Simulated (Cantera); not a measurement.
A closed system holds: 1 mol CuF2, 36 mol H2, held at 1700 K and 2.90e-5 bar.

These are equilibrium values from Cantera (NASA tables, ideal gas, pure condensed phases), not measurements of a reactor. Rates play no part.

```tsv
species	before	after
HF	0.0519	0.567
Cu	0.0260	0.283
H2	0.896	0.138
H	0.0259	0.0102
CuF	5.79e-6	0.00175
Cu2	1.49e-7	1.77e-5
```
Gas species are given as mole fractions.

**Question.** What was changed between the two runs?
A) pressure from 2.90e-5 bar to 0.133 bar
B) temperature from 1700 K to 2123.15 K
C) temperature from 1700 K to 748 K
D) H2 from 36 to 1.5 mol

**Answer.** D, H2 from 36 to 1.5 mol
